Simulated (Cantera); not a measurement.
A perfectly stirred reactor is fed with H2 : O2 = 0.017 : 1 (molar parts), equivalence ratio 0.0085, at 380 Pa; it is held at 950 K, and followed from long to short residence time.

Cantera simulation using GRI-Mech 3.0 (53 species, 325 reactions); the numbers are that mechanism's predictions, not measurements. Radical loss at walls, strong at low pressure, is not modelled.

Task: What does this change do: pressure from 380 Pa to 2670 Pa?

Result: 
| quantity | before | after |
|---|---|---|
| x(H2) at τ = 12.0 s | 0.000107 | 7.76e-5 |
| x(O2) at τ = 12.0 s | 0.982 | 0.983 |
| x(OH) at τ = 12.0 s | 0.000155 | 3.90e-5 |
| x(H2O2) at τ = 12.0 s | 9.82e-9 | 4.07e-8 |
| x(O) at τ = 12.0 s | 0.000894 | 7.31e-5 |
| x(H2) at τ = 0.170 s | 0.00132 | 0.000784 |
| x(O2) at τ = 0.170 s | 0.976 | 0.982 |
| x(OH) at τ = 0.170 s | 0.000735 | 0.000230 |
| x(H2O2) at τ = 0.170 s | 2.58e-8 | 1.48e-7 |
| x(O) at τ = 0.170 s | 0.00576 | 0.000799 |
